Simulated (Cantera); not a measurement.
Sublimation and decomposition of ceramics: SiC + Si + H₂

Charge: 1 mol SiC, 0.16 mol Si, 0.04 mol H₂, held at 2450 °C.

Cantera equilibrium calculation (NASA polynomials, part measured and part estimated; ideal gas, pure solids and liquids). Candidate condensed phases: C, C₆H₆, C₇H₈, C₈H₁₈, Si, SiC; 87 gas species. Mutual solubility and eutectic melting of coexisting phases are not modelled. Gases not in the tables: Si₂H₆ and higher silanes. Rates play no part.

From 1.00e-5 bar to 0.000160 bar nothing is condensed. At 0.00250 bar the condensed part is C(graphite). From 0.0400 bar to 10.0 bar the condensed part is Si(l) + SiC(s). The main Si-bearing gas is Si throughout.

```
P (Pa)       x H₂     x Si    x SiC₂    x Si₂C      x C     x H     x C₃      x C₂    x Si₂  n C(graphite)  n Si(l)  n SiC(s)
-------  --------  -------  --------  --------  -------  ------  -------  --------  -------  -------------  -------  --------
1         6.06e-6    0.641    0.0591   5.18e-5    0.123  0.0483    0.105    0.0227  6.74e-6              0        0         0
16       0.000142    0.597     0.253   0.00154   0.0166  0.0585   0.0649   0.00654  9.36e-5              0        0         0
250       0.00240    0.615     0.286    0.0268  0.00111  0.0607  0.00477  0.000459  0.00155          0.253        0         0
4000        0.135    0.548    0.0383     0.132  2.69e-5   0.114  1.74e-5   4.31e-6   0.0198              0   0.0182     0.957
63000       0.870   0.0348   0.00243   0.00839  1.71e-6  0.0728  1.10e-6   2.73e-7  0.00125              0    0.158     0.999
1000000     0.970  0.00219  0.000153  0.000529  1.08e-7  0.0193  6.94e-8   1.72e-8  7.90e-5              0    0.160     1.000
```
x: gas mole fraction; n: condensed amount in mol.
